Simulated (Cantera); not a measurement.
Cantera run, input and output.

```python
import numpy as np
import cantera as ct

gas = ct.Solution("gri30.yaml")


def delay(T, t_max=10):
    gas.TPX = T, 101325, {'H2': 1, 'O2': 0.294, 'N2': 1.11}
    reactor = ct.IdealGasConstPressureReactor(gas, clone=False)
    net = ct.ReactorNet([reactor])
    net.rtol, net.atol = 1e-8, 1e-16
    while net.time < t_max:
        t_old, T_old = net.time, reactor.T
        net.step()
        if reactor.T > T + 400:  # ignition: a rise of 400 K
            return t_old + (T + 400 - T_old) / (reactor.T - T_old) * (net.time - t_old)
    return np.nan


taus = []
for T in [925, 1000, 1075, 1150, 1225, 1300, 1375, 1450, 1525]:
    taus.append(delay(T))
    print(f"T0 = {T:6g} K   tau = {taus[-1]:.4e} s")
```

Result:

```
T0 =    925 K   tau = 5.5173e-02 s
T0 =   1000 K   tau = 3.6391e-04 s
T0 =   1075 K   tau = 1.2163e-04 s
T0 =   1150 K   tau = 6.7365e-05 s
T0 =   1225 K   tau = 4.3907e-05 s
T0 =   1300 K   tau = 3.1494e-05 s
T0 =   1375 K   tau = 2.4336e-05 s
T0 =   1450 K   tau = 2.0063e-05 s
T0 =   1525 K   tau = 1.7511e-05 s
```

Model: GRI-Mech 3.0 (53 species, 325 reactions), integrated in Cantera. Below about 950 K walls govern HO2 and H2O2 in real vessels. Where the delays flatten at high temperature, the 400 K rule measures the pace of heat release, not the induction time.
